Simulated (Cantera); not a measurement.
What does this Cantera script print?

```python
import numpy as np
import cantera as ct

gas = ct.Solution("gri30.yaml")
gas.TPX = 1775, 13332, {'CH4': 1, 'H2': 13}
reactor = ct.IdealGasConstPressureReactor(gas, energy="off", clone=False)
net = ct.ReactorNet([reactor])
net.rtol, net.atol = 1e-08, 1e-18
show = ['CH4', 'H2', 'C2H4', 'C2H', 'C2H2']
times = np.geomspace(4e-06, 100, 15)

steps = ct.SolutionArray(gas, extra=["t"])
rows = []
print(f"{'t/s':>10s}{'T/K':>9s}{'P/Pa':>11s}" + "".join(f"{s:>11s}" for s in show))
for t in times:
    while net.time < t:
        t_next = net.step()
        steps.append(gas.state, t=t_next)
    rows.append([np.interp(t, steps.t, y) for y in (steps.T, steps.P, *steps(*show).X.T)])
    print(f"{t:10.3e}{rows[-1][0]:9.1f}{rows[-1][1]:11.4g}" + "".join(f"{x:11.3e}" for x in rows[-1][2:]))
rate = np.gradient(steps.T, steps.t)
print("integrator steps:", len(steps.t))
if steps.T.max() > steps.T[0] + 200:
    print(f"time of steepest temperature rise: {steps.t[rate.argmax()]:.4e} s")
gas.TPX = 1775, 13332, {'CH4': 1, 'H2': 13}
gas.equilibrate("TP")
print(f"equilibrium (TP): T = {gas.T:.1f} K  " + "  ".join(f"{s} {gas[s].X[0]:.3e}" for s in show))
```

Result:

```
       t/s      T/K       P/Pa        CH4         H2       C2H4        C2H       C2H2
 4.000e-06   1775.0  1.333e+04  7.143e-02  9.286e-01  1.589e-12  4.697e-24  3.014e-16
 1.350e-05   1775.0  1.333e+04  7.142e-02  9.286e-01  1.265e-10  4.523e-21  8.841e-14
 4.559e-05   1775.0  1.333e+04  7.140e-02  9.286e-01  6.662e-09  3.203e-18  1.873e-11
 1.539e-04   1775.0  1.333e+04  7.132e-02  9.285e-01  2.809e-07  2.082e-15  3.640e-09
 5.197e-04   1775.0  1.333e+04  7.104e-02  9.284e-01  1.060e-05  1.610e-12  8.619e-07
 1.755e-03   1775.0  1.333e+04  6.982e-02  9.284e-01  1.887e-04  6.585e-10  1.409e-04
 5.924e-03   1775.0  1.333e+04  6.490e-02  9.309e-01  3.256e-04  1.253e-08  2.257e-03
 2.000e-02   1775.0  1.333e+04  5.203e-02  9.379e-01  2.383e-04  4.781e-08  8.431e-03
 6.752e-02   1775.0  1.333e+04  3.055e-02  9.494e-01  1.409e-04  1.105e-07  1.870e-02
 2.280e-01   1775.0  1.333e+04  1.227e-02  9.593e-01  1.097e-04  1.694e-07  2.739e-02
 7.697e-01   1775.0  1.333e+04  4.089e-03  9.637e-01  1.125e-04  1.981e-07  3.127e-02
 2.599e+00   1775.0  1.333e+04  1.802e-03  9.649e-01  1.153e-04  2.064e-07  3.235e-02
 8.773e+00   1775.0  1.333e+04  1.586e-03  9.650e-01  1.156e-04  2.072e-07  3.245e-02
 2.962e+01   1775.0  1.333e+04  1.586e-03  9.650e-01  1.156e-04  2.072e-07  3.245e-02
 1.000e+02   1775.0  1.333e+04  1.586e-03  9.650e-01  1.156e-04  2.072e-07  3.245e-02
integrator steps: 956
equilibrium (TP): T = 1775.0 K  CH4 1.586e-03  H2 9.650e-01  C2H4 1.156e-04  C2H 2.072e-07  C2H2 3.245e-02
```

Cantera simulation using GRI-Mech 3.0 (53 species, 325 reactions); the numbers are that mechanism's predictions, not measurements. GRI-Mech 3.0 stops at C3 and has no aromatics, soot or wall deposition, so with more carbon than oxygen in the feed, carbon stays in small species such as C2H2 where larger ones or solid carbon would form.
